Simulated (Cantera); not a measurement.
Cantera run:

```python
import numpy as np
import cantera as ct

gas_names = """
    AL ALBr ALBr3 ALH AL2 AL2Br6 Br Br2 H HBr H2
""".split()
cond_names = """
    AL(cr) AL(L) ALBr3(s) ALBr3(L) Br2(cr) Br2(L)
""".split()


def load(file, names, dense=False):
    # The tables refer to 1 bar. Condensed volumes are neglected.
    table = {s.name: s for s in ct.Species.list_from_file(file)}
    out = []
    for n in names:
        d = dict(table[n].input_data)
        d["thermo"] = dict(d["thermo"], **{"reference-pressure": 1e5})
        if dense:
            d["equation-of-state"] = {"model": "constant-volume", "density": "1e6 g/cm^3"}
        out.append(ct.Species.from_dict(d))
    return out


gas = ct.Solution(thermo="ideal-gas", species=load("nasa_gas.yaml", gas_names))
cond = {s.name: ct.Solution(thermo="fixed-stoichiometry", species=[s], name=s.name)
        for s in load("nasa_condensed.yaml", cond_names, dense=True)}
atoms = {
    'Al': {'AL': 1},
    'HBr': {'H': 1, 'Br': 1},
}
top_T = {}  # K; cautious upper limits of use, not melting points


def equilibrate(T, P, feed):
    n = {}
    for name, mol in feed.items():
        for a, k in atoms[name].items():
            n[a] = n.get(a, 0.0) + k * mol
    gas.TPX = T, P, n
    mass = sum(n.values()) * gas.mean_molecular_weight
    gas.equilibrate("TP")
    valid = [c for c in cond.values() if c.min_temp <= T <= top_T.get(c.name, c.max_temp)]
    mix = ct.Mixture([(gas, mass / gas.mean_molecular_weight)] + [(c, 0.0) for c in valid])
    mix.T, mix.P = T, P
    mix.equilibrate("TP", solver="vcs", rtol=1e-11, max_steps=5000)
    return mix


results = []
P = 19  # Pa
for T in [698, 748, 798, 848, 898, 948, 998, 1048, 1098, 1148]:
    for m in [1.8, 2.6, 3.4, 4.2, 5, 5.8, 6.6, 7.4, 8.2, 9, 9.8]:
        feed = {'Al': 1, 'HBr': m}  # mol
        mix = equilibrate(T, P, feed)
        results.append((T, P, feed, dict(zip(mix.species_names, mix.species_moles))))

for T, P, feed, n in results:
    print(f"{T:7g} {feed['HBr']:10.4g}  " + (" + ".join(c for c in cond_names if n.get(c, 0) > 1e-12) or "gas only"))
```

It prints:

```
    698        1.8  AL(cr)
    698        2.6  AL(cr)
    698        3.4  gas only
    698        4.2  gas only
    698          5  gas only
    698        5.8  gas only
    698        6.6  gas only
    698        7.4  gas only
    698        8.2  gas only
    698          9  gas only
    698        9.8  gas only
    748        1.8  AL(cr)
    748        2.6  AL(cr)
    748        3.4  gas only
    748        4.2  gas only
    748          5  gas only
    748        5.8  gas only
    748        6.6  gas only
    748        7.4  gas only
    748        8.2  gas only
    748          9  gas only
    748        9.8  gas only
    798        1.8  AL(cr)
    798        2.6  AL(cr)
    798        3.4  gas only
    798        4.2  gas only
    798          5  gas only
    798        5.8  gas only
    798        6.6  gas only
    798        7.4  gas only
    798        8.2  gas only
    798          9  gas only
    798        9.8  gas only
    848        1.8  AL(cr)
    848        2.6  AL(cr)
    848        3.4  gas only
    848        4.2  gas only
    848          5  gas only
    848        5.8  gas only
    848        6.6  gas only
    848        7.4  gas only
    848        8.2  gas only
    848          9  gas only
    848        9.8  gas only
    898        1.8  AL(cr)
    898        2.6  AL(cr)
    898        3.4  gas only
    898        4.2  gas only
    898          5  gas only
    898        5.8  gas only
    898        6.6  gas only
    898        7.4  gas only
    898        8.2  gas only
    898          9  gas only
    898        9.8  gas only
    948        1.8  AL(L)
    948        2.6  gas only
    948        3.4  gas only
    948        4.2  gas only
    948          5  gas only
    948        5.8  gas only
    948        6.6  gas only
    948        7.4  gas only
    948        8.2  gas only
    948          9  gas only
    948        9.8  gas only
    998        1.8  AL(L)
    998        2.6  gas only
    998        3.4  gas only
    998        4.2  gas only
    998          5  gas only
    998        5.8  gas only
    998        6.6  gas only
    998        7.4  gas only
    998        8.2  gas only
    998          9  gas only
    998        9.8  gas only
   1048        1.8  gas only
   1048        2.6  gas only
   1048        3.4  gas only
   1048        4.2  gas only
   1048          5  gas only
   1048        5.8  gas only
   1048        6.6  gas only
   1048        7.4  gas only
   1048        8.2  gas only
   1048          9  gas only
   1048        9.8  gas only
   1098        1.8  gas only
   1098        2.6  gas only
   1098        3.4  gas only
   1098        4.2  gas only
   1098          5  gas only
   1098        5.8  gas only
   1098        6.6  gas only
   1098        7.4  gas only
   1098        8.2  gas only
   1098          9  gas only
   1098        9.8  gas only
   1148        1.8  gas only
   1148        2.6  gas only
   1148        3.4  gas only
   1148        4.2  gas only
   1148          5  gas only
   1148        5.8  gas only
   1148        6.6  gas only
   1148        7.4  gas only
   1148        8.2  gas only
   1148          9  gas only
   1148        9.8  gas only
```

Method: chemical equilibrium by Gibbs-energy minimisation in Cantera with the NASA 1993 tables (ideal gas, pure condensed phases).
